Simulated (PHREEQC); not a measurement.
Solution (75 °C): 0.007 mol/kgw NaHCO3, 0.2 mol/kgw KOH and 0.007 mol/kgw LiCl. Closed to the air; pH follows from the charge balance.

Equilibrium calculation in PHREEQC: ion-association model, phreeqc.dat.

```
quantity              before     after
-------------------  -------  --------
pH                     11.81     12.72
Na+ (mol/kgw)        0.00563   0.00636
CO3-2 (mol/kgw)      0.00559   0.00636
NaCO3- (mol/kgw)     0.00137  0.000637
HCO3- (mol/kgw)      4.35e-5   3.46e-6
SI of Sylvite (KCl)    -4.30     -3.50
SI of Halite (NaCl)    -6.32     -6.32
```

Task: Name the change that produced these shifts.
A) KOH from 0.2 to 0.1 mol/kgw
B) KOH from 0.2 to 2 mol/kgw
C) NaHCO3 from 0.007 to 0.0063 mol/kgw

Result: B, KOH from 0.2 to 2 mol/kgw

No solid was allowed to form. The ionic strength passes 0.7 mol/kgw, the rough limit of the ion-association models, in after. Constants without temperature data keep their 25 °C values here.
